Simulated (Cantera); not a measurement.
Charge: 1 mol Fe3O4, 3.5 mol CH4, 0.32 mol N2, at 1350 K and 4600 Pa.

Equilibrium computed with Cantera from the NASA thermochemical tables; the gas is ideal and each condensed phase is pure. Candidate condensed phases: C, C6H6, C7H8, C8H18, Fe, Fe(CO)5, FeO, Fe(OH)2, Fe(OH)3, Fe2O3, Fe3O4, H2O; 140 gas species. The numbers say what is thermodynamically allowed, not how fast it happens.

Task: What is the equilibrium state?

Result: 
* **x(H2)**: 0.610
* **x(CO)**: 0.314
* **x(H2O)**: 0.0366
* **x(N2)**: 0.0296
* **x(CO2)**: 0.00959
* **x(H)**: 8.68e-6
* **n(Fe(γ))**: 3.00 mol
* **gas amount**: 10.82 mol
* **log10 activity of C(graphite) (absent)**: -2.86
* **log10 activity of Fe(OH)2(s) (absent)**: -8.96
* **log10 activity of Fe(OH)3(s) (absent)**: -15.81
